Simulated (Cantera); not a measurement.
An isothermal, constant-pressure homogeneous reactor starts with C₂H₆ : N₂ = 1 : 24 (molar parts), at 1573 K and 0.0960 bar. Integrator tolerance rtol = 1e-08.

Detailed kinetics in Cantera: GRI-Mech 3.0 (53 species, 325 reactions). GRI-Mech 3.0 stops at C3 and has no aromatics, soot or wall deposition, so with more carbon than oxygen in the feed, carbon stays in small species such as C2H2 where larger ones or solid carbon would form.

What does this change do: C2H6 1 to 0.14 parts?


```csv
quantity,before,after
x(C₂H₆) at 3.00 s,4.25e-7 (gas-phase equilibrium 4.02e-10),4.16e-8 (gas-phase equilibrium <1e-12)
x(C₂H₂) at 3.00 s,0.0353 (gas-phase equilibrium 0.0112),0.00553 (gas-phase equilibrium 0.000418)
x(H) at 3.00 s,3.04e-5 (gas-phase equilibrium 3.59e-5),1.27e-5 (gas-phase equilibrium 1.41e-5)
x(HCN) at 3.00 s,2.20e-6 (gas-phase equilibrium 0.0516),1.10e-5 (gas-phase equilibrium 0.0106)
x(C₂H) at 3.00 s,4.51e-8 (gas-phase equilibrium 1.57e-8),1.87e-8 (gas-phase equilibrium 1.49e-9)
x(C₂H₄) at 3.00 s,3.97e-5 (gas-phase equilibrium 1.11e-5),1.76e-6 (gas-phase equilibrium 6.46e-8)
```

What does this change do: temperature 1573 to 1025 K?


```tsv
quantity	before	after
x(C₂H₆) at 3.00 s	4.25e-7 (gas-phase equilibrium 4.02e-10)	0.0155 (gas-phase equilibrium 1.32e-5)
x(C₂H₂) at 3.00 s	0.0353 (gas-phase equilibrium 0.0112)	0.000672 (gas-phase equilibrium 0.00663)
x(H) at 3.00 s	3.04e-5 (gas-phase equilibrium 3.59e-5)	2.11e-7 (gas-phase equilibrium 2.02e-9)
x(HCN) at 3.00 s	2.20e-6 (gas-phase equilibrium 0.0516)	<1e-12 (gas-phase equilibrium 0.0209)
x(C₂H) at 3.00 s	4.51e-8 (gas-phase equilibrium 1.57e-8)	<1e-12 (gas-phase equilibrium <1e-12)
x(C₂H₄) at 3.00 s	3.97e-5 (gas-phase equilibrium 1.11e-5)	0.0222 (gas-phase equilibrium 0.00384)
```
